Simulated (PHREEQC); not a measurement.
A solution holds 0.13 mol/kgw HF, 0.00023 mol/kgw (CH3)4NF and 5.3e-05 mol/kgw H2SiF6, at 25 °C. Closed to the air; pH follows from the charge balance.

Computed with PHREEQC (ion-association model, phreeqc.dat).

Each row changes one thing in this solution. This is a speciation only: nothing precipitates in the calculation.

| case | pH | ionic strength (mol/kgw) | HF (mol/kgw) | F- (mol/kgw) | HF2- (mol/kgw) | SI of Quartz (SiO2) |
|---|---|---|---|---|---|---|
| as made | 1.98 | 0.0119 | 0.115 | 0.00816 | 0.00360 | -9.93 |
| diluted 5-fold with water | 2.40 | … | 0.0215 | … | 0.000322 | … |
| diluted 100-fold with water | 3.19 | 0.000671 | … | … | 1.62e-6 | -2.31 |
| HF from 0.13 to 0.013 mol/kgw | 2.58 | 0.00305 | 0.0102 | 0.00278 | 0.000109 | -4.75 |
| (CH3)4NF from 0.00023 to 0.000345 mol/kgw | 1.98 | 0.0120 | 0.115 | 0.00820 | 0.00362 | -9.94 |

Problem. Fill in the missing entries.

Solution. 
- diluted 5-fold with water, ionic strength (mol/kgw): 0.00426
- diluted 5-fold with water, F- (mol/kgw): 0.00391
- diluted 5-fold with water, SI of Quartz (SiO2): -7.04
- diluted 100-fold with water, HF (mol/kgw): 0.000633
- diluted 100-fold with water, F- (mol/kgw): 0.000669

Species that the database lacks are ignored. (CH3)4N+ isn't in the database: it is added as a free cation with an ion size of 4 Å. SiF6-2 is the database's only silicon fluoride.
